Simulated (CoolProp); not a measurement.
Vapour-liquid equilibrium of propylene (1) + R114 (2) at 1.19 MPa; x and y are mole fractions of (1).

Values from CoolProp's multi-fluid Helmholtz-energy mixture model, Lemmon 2013 and Platzer 1990; pair parameters Bell 2016. This equation is an older, rougher fit; its heat capacities, sound speeds and derivatives of the liquid may be far off and weren't checked against measurements.

```
x     bubble temperature, mixture model (°C)  bubble temperature, Raoult's law (°C)  y, mixture model  y, Raoult's law
----  --------------------------------------  -------------------------------------  ----------------  ---------------
0.05                                    85.0                                   85.0             0.138            0.171
0.15                                    73.2                                   74.0             0.368            0.419
0.25                                    63.0                                   65.0             0.538            0.587
0.35                                    54.7                                   57.3             0.658            0.704
0.45                                    48.0                                   50.8             0.743            0.789
0.55                                    42.6                                   45.0             0.807            0.852
0.65                                    38.2                                   40.0             0.857            0.900
0.75                                    34.4                                   35.5             0.900            0.938
0.85                                    30.9                                   31.5             0.939            0.967
0.95                                    27.8                                   27.9             0.979            0.990
```

The largest gap from Raoult's law is -2.8 K in bubble temperature, at x = 0.45. No azeotrope shows between x = 0.05 and 0.95.

The pair parameters rest on a limited set of measurements; away from them the model extrapolates.
